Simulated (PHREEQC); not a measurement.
Make-up at 25 °C: 0.00022 mol/kgw FeCl3, 0.15 mol/kgw KBr and 0.00031 mol/kgw Na2SO4. Closed to the air; pH follows from the charge balance.

Equilibrium calculation in PHREEQC: ion-association model, wateq4f.dat.

This is a speciation only: nothing precipitates in the calculation.

Task: Order these S species by the share of S that they hold, largest first: FeSO4+, SO4-2, KSO4-, HSO4-.

Result: SO4-2 (74 %), KSO4- (24 %), HSO4- (0.72 %), FeSO4+ (0.50 %)

Task: Order these Fe species by the share of Fe that they hold, largest first: Fe3(OH)4+5, Fe(OH)2+, FeOH+2, Fe2(OH)2+4, Fe+3.

Result: FeOH+2 (56 %), Fe(OH)2+ (35 %), Fe+3 (4.4 %), Fe2(OH)2+4 (3.3 %), Fe3(OH)4+5 (0.72 %)

The pH is 3.64 and the ionic strength 0.152 mol/kgw. Examples of supersaturated solids here: Jarosite-K, Fe(OH)3(a). Others may be too.
